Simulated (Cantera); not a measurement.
Feed: 1 mol B₂O₃, 0.85 mol NH₃, held at 1.33 mbar.

Cantera equilibrium calculation (NASA polynomials, part measured and part estimated; ideal gas, pure solids and liquids). Candidate condensed phases: B, BN, B₂O₃, B₃O₃H₃, H₂O; 39 gas species. The numbers say what is thermodynamically allowed, not how fast it happens. All values below are at 1798 K.

Base state: H₂ 0.397, B₂O₃ 0.277, N₂ 0.156, HBO₂ 0.0877, HBO 0.0436, B₂O₂ 0.0182, BO 0.0119, H 0.00608 (mole fractions); condensed: gas only.

What changes in the equilibrium state with this change: B₂O₃ replaced by borazine?


| species | before | after |
|---|---|---|
| H₂ | 0.397 | 0.901 |
| N₂ | 0.156 | 0.0900 |
| H | 0.00608 | 0.00915 |
| B₂O₃ | 0.277 | 0 |
| HBO₂ | 0.0877 | 0 |
| HBO | 0.0436 | 0 |
| B₂O₂ | 0.0182 | 0 |
| BO | 0.0119 | 0 |
| BH₂ | 5.36e-8 | 2.14e-5 |
| H₂O | 0.00204 | 0 |
| BO₂ | 0.000107 | 0 |
| BN(s), mol | 0 | 3.00 |
The feed counts by its element totals alone. The tables' values for BH₂ are old estimates; treat these amounts as uncertain.
